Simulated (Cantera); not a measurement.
An adiabatic, constant-volume homogeneous reactor starts with 4.45 % CH4, 0.134 % C2H6, 18.4 % O2, 69.0 % N2, 8.01 % CO2, equivalence ratio 0.51, at 1675 K and 1.01 bar.

Detailed kinetics in Cantera: GRI-Mech 3.0 (53 species, 325 reactions).

Question: Predict: time of steepest temperature rise; temperature at 0.200 s; equilibrium temperature; x(O2) at 0.200 s; x(NO) at 0.200 s.

Answer: 
| Quantity | Value |
|---|---|
| time of steepest temperature rise | 0.116 ms |
| temperature at 0.200 s | 2556 K |
| equilibrium temperature | 2556 K |
| x(O2) at 0.200 s | 0.0850 (gas-phase equilibrium 0.0850) |
| x(NO) at 0.200 s | 0.0149 (gas-phase equilibrium 0.0149) |
